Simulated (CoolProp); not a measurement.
Vapour-liquid equilibrium of methanol (1) + toluene (2) at 287 kPa; x and y are mole fractions of (1).

Computed with CoolProp (multi-fluid Helmholtz-energy mixture model, de Reuck 1993 and Lemmon 2006; pair parameters Bell 2016).

| x | bubble temperature, mixture model (K) | bubble temperature, Raoult's law (K) | y, mixture model | y, Raoult's law |
|---|---|---|---|---|
| 0.05 | 398.5 | 417.0 | ? | 0.209 |
| 0.2 | 375.9 | 400.9 | ? | 0.552 |
| 0.35 | 371.8 | 390.4 | ? | 0.724 |
| 0.5 | ? | 382.8 | ? | 0.828 |
| 0.65 | 369.1 | 376.8 | 0.813 | 0.899 |
| 0.8 | 367.7 | 372.0 | 0.862 | 0.950 |
| 0.95 | 366.8 | 367.9 | ? | 0.989 |

**Question.** What belongs in the gaps?

**Answer.** 
- 0.05, y, mixture model: 0.468
- 0.2, y, mixture model: 0.730
- 0.35, y, mixture model: 0.770
- 0.5, bubble temperature, mixture model (K): 370.4
- 0.5, y, mixture model: 0.788
- 0.95, y, mixture model: 0.956

The largest gap from Raoult's law is -25.0 K in bubble temperature, at x = 0.2. No azeotrope shows between x = 0.05 and 0.95.

The pair parameters rest on a limited set of measurements; away from them the model extrapolates. With so large a gap from Raoult's law the liquid may split in two, which this calculation doesn't test in full.
